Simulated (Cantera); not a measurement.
## Adiabatic ignition

An adiabatic, constant-pressure homogeneous reactor starts with H2 : O2 : N2 = 1 : 1.32 : 4.95 (molar parts), equivalence ratio 0.38, at 1300 K and 8.68 atm.

Model: the H2/O2 subset of GRI-Mech 3.0, which has no nitrogen chemistry, integrated in Cantera. The hydrogen kinetics of GRI-Mech 3.0 are dated; newer H2 mechanisms differ, most at raised pressure.

```json
[
 {"t (s)": "1.00e-6", "T (K)": "1300", "x H2": "0.138", "x O2": "0.182", "x OH": "3.92e-8", "x H": "1.74e-7", "x H2O": "4.13e-7", "x H2O2": "1.86e-9"},
 {"t (s)": "4.06e-6", "T (K)": "1303", "x H2": "0.137", "x O2": "0.181", "x OH": "4.65e-5", "x H": "0.000158", "x H2O": "0.000609", "x H2O2": "6.56e-6"},
 {"t (s)": "1.65e-5", "T (K)": "2247", "x H2": "0.000379", "x O2": "0.120", "x OH": "0.00477", "x H": "8.09e-5", "x H2O": "0.145", "x H2O2": "6.10e-7"},
 {"t (s)": "6.69e-5", "T (K)": "2254", "x H2": "0.000226", "x O2": "0.120", "x OH": "0.00377", "x H": "3.89e-5", "x H2O": "0.145", "x H2O2": "5.87e-7"},
 {"t (s)": "0.000272", "T (K)": "2254", "x H2": "0.000226", "x O2": "0.120", "x OH": "0.00377", "x H": "3.89e-5", "x H2O": "0.145", "x H2O2": "5.87e-7"},
 {"t (s)": "0.00110", "T (K)": "2254", "x H2": "0.000226", "x O2": "0.120", "x OH": "0.00377", "x H": "3.89e-5", "x H2O": "0.145", "x H2O2": "5.87e-7"},
 {"t (s)": "0.00448", "T (K)": "2254", "x H2": "0.000226", "x O2": "0.120", "x OH": "0.00377", "x H": "3.89e-5", "x H2O": "0.145", "x H2O2": "5.87e-7"},
 {"t (s)": "0.0182", "T (K)": "2254", "x H2": "0.000226", "x O2": "0.120", "x OH": "0.00377", "x H": "3.89e-5", "x H2O": "0.145", "x H2O2": "5.87e-7"},
 {"t (s)": "0.0739", "T (K)": "2254", "x H2": "0.000226", "x O2": "0.120", "x OH": "0.00377", "x H": "3.89e-5", "x H2O": "0.145", "x H2O2": "5.87e-7"},
 {"t (s)": "0.300", "T (K)": "2254", "x H2": "0.000226", "x O2": "0.120", "x OH": "0.00377", "x H": "3.89e-5", "x H2O": "0.145", "x H2O2": "5.87e-7"}
]
```
x: mole fraction; the columns are a selection and need not sum to one.

```yaml
time_of_steepest_temperature_rise: 5.84 µs
temperature at 0.300 s: 2254 K
equilibrium_temperature: 2254 K
x(H2) at 0.300 s: 0.000226 (gas-phase equilibrium 0.000226)
x(O2) at 0.300 s: 0.120 (gas-phase equilibrium 0.120)
x(OH) at 0.300 s: 0.00377 (gas-phase equilibrium 0.00377)
```
